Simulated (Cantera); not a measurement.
An adiabatic, constant-volume homogeneous reactor starts with CO : H₂ : CH₄ : O₂ : N₂ = 1 : 0.031 : 0.51 : 1.71 : 6.48 (molar parts), at 1475 K and 1.00 bar. Integrator tolerance rtol = 1e-08.

Model: GRI-Mech 3.0 (53 species, 325 reactions), integrated in Cantera.

**Question.** What does this change do: initial temperature 1475 to 1500 K?

**Answer.** 
```
quantity                                                            before                                    after
---------------------------------  ---------------------------------------  ---------------------------------------
time of steepest temperature rise                                 0.860 ms                                 0.691 ms
temperature at 0.100 s                                              2848 K                                   2854 K
equilibrium temperature                                             2848 K                                   2854 K
x(CO) at 0.100 s                     0.0633 (gas-phase equilibrium 0.0633)    0.0642 (gas-phase equilibrium 0.0642)
x(H₂) at 0.100 s                   0.00843 (gas-phase equilibrium 0.00843)  0.00859 (gas-phase equilibrium 0.00859)
x(CH₄) at 0.100 s                    <1e-12 (gas-phase equilibrium <1e-12)    <1e-12 (gas-phase equilibrium <1e-12)
x(CH₂) at 0.100 s                    <1e-12 (gas-phase equilibrium <1e-12)    <1e-12 (gas-phase equilibrium <1e-12)
x(HCN) at 0.100 s                  1.82e-9 (gas-phase equilibrium 1.82e-9)  1.88e-9 (gas-phase equilibrium 1.88e-9)
```
